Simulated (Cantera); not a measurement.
**Stirred combustor or abatement burner**

A perfectly stirred reactor is fed with C3H8 : O2 : N2 : H2O = 1 : 8.2 : 30.8 : 0.074 (molar parts), at 5.00 bar; it is adiabatic with a 350 K inlet, and is followed from long to short residence time, starting on the burning branch (τ in s: 0.093, 0.047, 0.024, 0.012, 0.0062, 0.0031, 0.0016, 0.00081, 0.00041, 0.00021, 0.00011, 5.4e-05).

Computed with Cantera and GRI-Mech 3.0 (53 species, 325 reactions). GRI-Mech 3.0 was tuned for natural gas; its chemistry of propane as a main component is partial and can be far from experiment.

| τ (s) | T (K) | x C3H8 | x O2 | x CH3 | x C2H4 | x HCO | x NO | x H2 |
|---|---|---|---|---|---|---|---|---|
| 0.093 | 1758 | 6.10e-7 | 0.0779 | 6.44e-7 | 2.58e-6 | 3.31e-9 | 1.25e-5 | 2.01e-5 |
| 0.047 | 1757 | 1.06e-6 | 0.0779 | 1.06e-6 | 4.18e-6 | 6.59e-9 | 1.09e-5 | 2.97e-5 |
| 0.024 | 1755 | 1.77e-6 | 0.0780 | 1.69e-6 | 6.58e-6 | 1.31e-8 | 1.01e-5 | 4.45e-5 |
| 0.012 | 1752 | 2.98e-6 | 0.0781 | 2.70e-6 | 1.03e-5 | 2.68e-8 | 9.70e-6 | 6.84e-5 |
| 0.0062 | 1747 | 4.80e-6 | 0.0782 | 4.15e-6 | 1.58e-5 | 5.34e-8 | 9.21e-6 | 0.000104 |
| 0.0031 | 1740 | 7.86e-6 | 0.0785 | 6.48e-6 | 2.44e-5 | 1.11e-7 | 8.35e-6 | 0.000161 |
| 0.0016 | 1730 | 1.26e-5 | 0.0790 | 9.89e-6 | 3.69e-5 | 2.26e-7 | 7.18e-6 | 0.000245 |
| 0.00081 | 1714 | 2.05e-5 | 0.0798 | 1.54e-5 | 5.73e-5 | 4.70e-7 | 5.76e-6 | 0.000375 |
| 0.00041 | 1687 | 3.51e-5 | 0.0814 | 2.50e-5 | 9.27e-5 | 9.83e-7 | 4.28e-6 | 0.000575 |
| 0.00021 | 1639 | 6.79e-5 | 0.0845 | 4.45e-5 | 0.000170 | 2.04e-6 | 2.64e-6 | 0.000903 |
| 0.00011 | 350 | 0.0250 | 0.205 | <1e-12 | <1e-12 | <1e-12 | <1e-12 | <1e-12 |
| 5.4e-5 | 350 | 0.0250 | 0.205 | <1e-12 | <1e-12 | <1e-12 | <1e-12 | <1e-12 |
x: mole fraction; the columns are a selection and need not sum to one.
